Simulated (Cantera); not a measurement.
# Premixed flame

A freely propagating, adiabatic, planar premixed flame of 3.56 % C3H8, 20.2 % O2, 76.2 % N2, equivalence ratio 0.88, unburnt at 675 K and 0.987 atm; multicomponent+Soret transport, grid criteria slope 0.08 and curve 0.16, no radiation.

Computed with Cantera and GRI-Mech 3.0 (53 species, 325 reactions). GRI-Mech 3.0 was tuned for natural gas; its chemistry of propane as a main component is partial and can be far from experiment. Burning velocities carry a grid error of a few per cent, more on coarse grids.

```
z (mm)   T (K)  u (m/s)    x C3H8    x O2    x CH2   x CH2CO    x N2O      x OH
-------  -----  -------  --------  ------  -------  --------  -------  --------
-0.811     675     1.86    0.0356   0.202    <1e-8     <1e-8    <1e-8     <1e-8
-0.541     676     1.86    0.0356   0.202    <1e-8   1.70e-7    <1e-8     <1e-8
-0.405     680     1.88    0.0355   0.201    <1e-8   9.27e-7    <1e-8   1.12e-8
-0.270     704     1.95    0.0354   0.198    <1e-8   1.06e-5    <1e-8   5.14e-7
-0.135     941     2.66    0.0291   0.174  2.57e-7  0.000259    <1e-8   3.10e-5
-0.0676   1294     3.76    0.0121   0.136  1.16e-5   0.00100  1.89e-8  0.000417
0         1680     5.01  0.000590  0.0900  6.15e-5   0.00134  5.06e-8   0.00283
0.0676    1856     5.55   1.25e-6  0.0619  2.45e-5  0.000351  9.88e-8   0.00683
0.135     1906     5.69     <1e-8  0.0503  1.87e-6   3.14e-5  1.38e-7   0.00913
0.270     1961     5.82     <1e-8  0.0427    <1e-8   1.37e-7  1.61e-7    0.0105
0.541     2034     5.99     <1e-8  0.0383    <1e-8     <1e-8  1.65e-7    0.0110
1.08      2121     6.21     <1e-8  0.0354    <1e-8     <1e-8  1.80e-7    0.0108
2.16      2213     6.44     <1e-8  0.0325    <1e-8     <1e-8  2.10e-7   0.00987
```
x: mole fraction of selected species; z is measured from the peak of heat release.

```yaml
laminar_burning_velocity: 186 cm/s
thermal_thickness: 0.270 mm
peak x(CH2): 6.23e-5
peak x(CH2CO): 0.00146
peak x(OH): 0.0110
grid_points: 149
```
